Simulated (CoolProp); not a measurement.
Carbon monoxide at 293.15 K and 0.203 MPa is throttled through a valve to 0.024 MPa with no heat exchange. Each further row changes one setting.

Values from CoolProp's reference Helmholtz-energy equation of state, Lemmon 2006. It is a short technical equation, of lower accuracy than the large ones.

```json
[
 {"case": "as stated", "final density (kg/m³)": "0.276"},
 {"case": "outlet pressure 0.0072 MPa", "final density (kg/m³)": "0.0829"},
 {"case": "outlet pressure 0.0312 MPa", "final density (kg/m³)": "0.359"}
]
```
